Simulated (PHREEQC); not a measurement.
Dissolve 0.0012 mol TMAH and 0.00025 mol K2SO4 per kg of water at 20 °C. Closed to the air; pH follows from the charge balance.

Equilibrium calculation in PHREEQC: ion-association model, phreeqc.dat.

Task: The ionic strength comes out as 0.00195 mol/kgw. What activity coefficients do SO4-2, K+, OH- get?

Result: SO4-2 0.83, K+ 0.95, OH- 0.95.

This is a speciation only: nothing precipitates in the calculation. (CH3)4N+ isn't in the database: it is added as a free cation with an ion size of 4 Å.
